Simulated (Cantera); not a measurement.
Feed: 1 mol Cu2O, 0.43 mol CH4, 0.12 mol CO, at 1473.15 K and 1 atm.

Cantera equilibrium calculation (NASA polynomials, part measured and part estimated; ideal gas, pure solids and liquids). Candidate condensed phases: C, C6H6, C7H8, C8H18, Cu, CuO, Cu(OH)2, Cu2O, H2O; 113 gas species. Kinetics and transport are ignored.

Base state: H2 0.313, H2O 0.296, CO 0.282, CO2 0.108 (mole fractions); condensed: Cu(l).

### Question
What changes in the equilibrium state with this change: pressure from 1 atm to 19.0 Pa?

### Answer
| species | before | after |
|---|---|---|
| H2 | 0.313 | 0.305 |
| H2O | 0.296 | 0.288 |
| CO | 0.282 | 0.274 |
| Cu | 5.12e-6 | 0.0273 |
| CO2 | 0.108 | 0.105 |
| OH | 1.74e-7 | 1.25e-5 |
| H | 7.05e-6 | 0.000508 |
| Cu(l), mol | 2.00 | 1.96 |
